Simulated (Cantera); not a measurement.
Charge: 1 mol FeS2, 0.3 mol SO3, 0.17 mol H2O, at 673.15 K and 13.3 mbar.

Method: chemical equilibrium by Gibbs-energy minimisation in Cantera with the NASA 1993 tables (ideal gas, pure condensed phases). Candidate condensed phases: Fe, FeO, Fe(OH)2, Fe(OH)3, FeS, FeSO4, FeS2, Fe2O3, Fe2(SO4)3, Fe3O4, H2O, H2SO4, S; 22 gas species. Gases not in the tables: S3 to S7. The numbers say what is thermodynamically allowed, not how fast it happens.

Base state: SO2 0.708, H2O 0.291, H2S 0.000417, S2 0.000286, S2O 4.63e-5 (mole fractions); condensed: FeS2(s) + Fe3O4(s).

What changes in the equilibrium state with this change: temperature from 673.15 K to 1098 K?


```tsv
species	before	after
SO2	0.708	0.437
S2	0.000286	0.394
H2O	0.291	0.148
H2S	0.000417	0.0121
SH	<1e-9	6.50e-5
SO	1.74e-8	0.000375
H2	8.65e-6	0.00323
FeS2(s), mol	0.943	0
Fe3O4(s), mol	0.0188	0
FeS(s), mol	0	1.00
```
FeS: taken at fixed stoichiometry.
